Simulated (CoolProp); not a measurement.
1,2-dichloroethane along the isotherm 226.85 °C: density (kg/m³) from the reference equation and from simpler models built on Tc = 288.4 °C, pc = 5226 kPa, ω = 0.269; each cubic takes its own stable root.

Values from CoolProp's reference Helmholtz-energy equation of state, Thol 2015.

```
p (kPa)   phase  reference  van der Waals  Soave-Redlich-Kwong
-------  ------  ---------  -------------  -------------------
4360     liquid      884.9          521.4                742.5
8710     liquid      912.8          569.8                784.6
13100    liquid      934.6          598.5                815.8
17400    liquid      952.3          619.0                840.1
21800    liquid      967.9          635.4                861.0
26100    liquid      981.4          648.7                878.5
30500    liquid      993.7          660.3                894.2
34800    liquid       1005          670.1                907.9
39200    liquid       1015          679.0                920.6
43600    liquid       1025          687.0                932.0
47900    liquid       1034          694.0                942.3
52300    liquid       1042          700.5                952.0
```
